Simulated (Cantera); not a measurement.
## Adiabatic ignition

An adiabatic, constant-volume homogeneous reactor starts with 10.9 % CO, 13.1 % H₂, 1.42 % CH₄, 14.9 % O₂, 55.8 % N₂, 3.83 % CO₂, equivalence ratio 1.0, at 1648 K and 7280 Torr.

Detailed kinetics in Cantera: GRI-Mech 3.0 (53 species, 325 reactions). Above 3000 K some thermodynamic fits are extrapolated.

```
t (s)     T (K)  P (bar)    x CO    x H₂   x CH₄   x CH₂O    x NO₂   x CH₃      x H
--------  -----  -------  ------  ------  ------  -------  -------  ------  -------
3.00e-6    2946     16.3  0.0808  0.0152  <1e-12  6.74e-9  3.29e-7  <1e-12  0.00937
1.47e-5    3111     17.1  0.0702  0.0128  <1e-12  6.21e-9  3.72e-6  <1e-12  0.00606
7.24e-5    3095     17.0  0.0707  0.0130  <1e-12  6.33e-9  1.13e-5  <1e-12  0.00585
0.000356   3091     16.9  0.0708  0.0131  <1e-12  6.37e-9  1.30e-5  <1e-12  0.00579
0.00175    3091     16.9  0.0708  0.0131  <1e-12  6.37e-9  1.30e-5  <1e-12  0.00579
0.00858    3091     16.9  0.0708  0.0131  <1e-12  6.37e-9  1.30e-5  <1e-12  0.00579
0.0422     3091     16.9  0.0708  0.0131  <1e-12  6.37e-9  1.30e-5  <1e-12  0.00579
0.207      3091     16.9  0.0708  0.0131  <1e-12  6.37e-9  1.30e-5  <1e-12  0.00579
1.02       3091     16.9  0.0708  0.0131  <1e-12  6.37e-9  1.30e-5  <1e-12  0.00579
5.00       3091     16.9  0.0708  0.0131  <1e-12  6.37e-9  1.30e-5  <1e-12  0.00579
```
x: mole fraction; the columns are a selection and need not sum to one.

```
Item                                                               Value
---------------------------------  -------------------------------------
time of steepest temperature rise                                1.50 µs
temperature at 5.00 s                                             3091 K
equilibrium temperature                                           3091 K
x(CO) at 5.00 s                    0.0708 (gas-phase equilibrium 0.0708)
x(H₂) at 5.00 s                    0.0131 (gas-phase equilibrium 0.0131)
x(CH₄) at 5.00 s                   <1e-12 (gas-phase equilibrium <1e-12)
```
